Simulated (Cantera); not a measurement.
What does this Cantera script print?

```python
import numpy as np
import cantera as ct

gas_names = [...]  # 131 gases of nasa_gas.yaml made of C, H, O
cond_names = """
    C(gr) C6H6(L) C7H8(L) C8H18(L),n-octa H2O(s) H2O(L)
""".split()


# ... load() reads the species with a 1 bar reference pressure and builds the phases ...
atoms = {
    'C3H6': {'C': 3, 'H': 6},
    'H2': {'H': 2},
    'H2O': {'H': 2, 'O': 1},
}
top_T = {'C(gr)': 4500}  # K; cautious upper limits of use, not melting points


# ... equilibrate(T, P, feed) seeds the gas with the atoms and calls Mixture.equilibrate('TP', solver="vcs", rtol=1e-11, max_steps=5000) ...
results = []
feed = {'C3H6': 1, 'H2': 1.4, 'H2O': 0.0037}  # mol
P = 100  # Pa
for T in [2500, 2750, 3000, 3250, 3500, 3750, 4000, 4250, 4500, 4750, 5000]:
    mix = equilibrate(T, P, feed)
    results.append((T, P, feed, dict(zip(mix.species_names, mix.species_moles))))

top = {s: max(r[3][s] / sum(r[3][g] for g in gas_names) for r in results) for s in gas_names}
cols = sorted((s for s in top if top[s] > 1e-06), key=lambda s: -top[s])[:7]
seen = [c for c in cond_names if any(r[3].get(c, 0) > 1e-12 for r in results)]
print("log10 of partial pressures in bar; condensed amounts in mol")
print(f"{'T/K':>10s}" + "".join(f"{s[:9]:>10s}" for s in cols + seen))
for T, P, feed, n in results:
    ng = sum(n[g] for g in gas_names)
    print(f"{T:10.4g}" + "".join(f"{np.log10(max(n[s] / ng * P / 1e5, 1e-99)):10.3f}" for s in cols)
          + "".join(f"{n.get(c, 0):10.4g}" for c in seen))
```

Result:

```
log10 of partial pressures in bar; condensed amounts in mol
       T/K         H        H2         C        C3        C2 C2H2,acet       C2H     C(gr)
      2500    -3.270    -3.341    -6.779    -6.304    -7.339    -5.307    -6.380      2.92
      2750    -3.084    -3.837    -5.423    -4.773    -5.787    -5.388    -5.570     2.432
      3000    -3.075    -4.546    -4.494    -4.101    -4.896    -6.149    -5.442         0
      3250    -3.086    -5.184    -3.978    -4.349    -4.685    -7.372    -5.896         0
      3500    -3.114    -5.770    -3.691    -5.027    -4.813    -8.767    -6.612         0
      3750    -3.125    -6.252    -3.615    -6.133    -5.270   -10.293    -7.565         0
      4000    -3.127    -6.658    -3.601    -7.259    -5.775   -11.717    -8.496         0
      4250    -3.127    -7.015    -3.597    -8.281    -6.239   -12.989    -9.336         0
      4500    -3.127    -7.332    -3.597    -9.196    -6.656   -14.123   -10.086         0
      4750    -3.127    -7.616    -3.597   -10.017    -7.032   -15.139   -10.760         0
      5000    -3.128    -7.872    -3.598   -10.758    -7.371   -16.055   -11.368         0
```

Cantera equilibrium calculation (NASA polynomials, part measured and part estimated; ideal gas, pure solids and liquids).
